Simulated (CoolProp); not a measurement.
The fluid at 293.15 K and 1.18 MPa (liquid) is heated at constant pressure to 312.1 K. The same conditions are run with several fluids, on thermodynamics alone (safety and materials aside).

The numbers come from the reference Helmholtz-energy equation of state of each fluid (R134a: Tillner-Roth 1994; propylene glycol: Eisenbach 2021; R142b: Lemmon 2006; dodecamethylpentasiloxane (MD3M): Thol 2019; n-butane: Bücker 2006) in CoolProp.

```tsv
fluid	heat (kJ/kg)	final density (kg/m³)
R134a	___	1150
propylene glycol	47.7	___
R142b	___	___
dodecamethylpentasiloxane (MD3M)	32.5	858
n-butane	___	___
```

Task: What belongs in the gaps?

Result: 
- R134a, heat (kJ/kg): 27.3
- propylene glycol, final density (kg/m³): 1020
- R142b, heat (kJ/kg): 25.0
- R142b, final density (kg/m³): 1080
- n-butane, heat (kJ/kg): 46.6
- n-butane, final density (kg/m³): 558
